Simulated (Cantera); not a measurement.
Cantera run:

```python
import numpy as np
import cantera as ct

gas_names = """
    CL CLO CL2 Mg MgCL MgCL2 MgN MgO Mg2 N NO NO2 NO3 N2 N2O O O2 O3
""".split()
cond_names = """
    Mg(cr) Mg(L) MgCL2(s) MgCL2(L) MgO(s) MgO(L)
""".split()


# ... load() reads the species with a 1 bar reference pressure and builds the phases ...
atoms = {
    'MgO': {'Mg': 1, 'O': 1},
    'Cl2': {'CL': 2},
    'N2': {'N': 2},
}
top_T = {}  # K; cautious upper limits of use, not melting points


# ... equilibrate(T, P, feed) seeds the gas with the atoms and calls Mixture.equilibrate('TP', solver="vcs", rtol=1e-11, max_steps=5000) ...
results = []
T = 1323  # K
P = 3900  # Pa
for m in [1.2, 1.6, 2, 2.7, 3.5, 4.6, 6, 7.8, 10, 13]:
    feed = {'MgO': 1, 'Cl2': m, 'N2': 2.2}  # mol
    mix = equilibrate(T, P, feed)
    results.append((T, P, feed, dict(zip(mix.species_names, mix.species_moles))))

top = {s: max(r[3][s] / sum(r[3][g] for g in gas_names) for r in results) for s in gas_names}
cols = sorted((s for s in top if top[s] > 1e-06), key=lambda s: -top[s])[:5]
seen = [c for c in cond_names if any(r[3].get(c, 0) > 1e-12 for r in results)]
print("log10 of partial pressures in bar; condensed amounts in mol")
print(f"{'n(Cl2)':>10s}" + "".join(f"{s[:9]:>10s}" for s in cols + seen))
for T, P, feed, n in results:
    ng = sum(n[g] for g in gas_names)
    print(f"{feed['Cl2']:10.4g}" + "".join(f"{np.log10(max(n[s] / ng * P / 1e5, 1e-99)):10.3f}" for s in cols)
          + "".join(f"{n.get(c, 0):10.4g}" for c in seen))
```

Output:

```
log10 of partial pressures in bar; condensed amounts in mol
    n(Cl2)       CL2        N2     MgCL2        O2        CL    MgO(s)
       1.2    -2.085    -1.629    -2.406    -2.708    -2.862    0.6329
       1.6    -2.002    -1.681    -2.351    -2.653    -2.820    0.5296
         2    -1.945    -1.728    -2.313    -2.615    -2.791    0.4283
       2.7    -1.878    -1.799    -2.268    -2.570    -2.758    0.2537
       3.5    -1.828    -1.867    -2.235    -2.537    -2.733   0.05649
       4.6    -1.751    -1.941    -2.284    -2.585    -2.695         0
         6    -1.684    -2.018    -2.361    -2.663    -2.661         0
       7.8    -1.632    -2.101    -2.443    -2.745    -2.635         0
        10    -1.592    -2.184    -2.526    -2.828    -2.615         0
        13    -1.559    -2.277    -2.619    -2.921    -2.599         0
```

These are equilibrium values from Cantera (NASA tables, ideal gas, pure condensed phases), not measurements of a reactor.
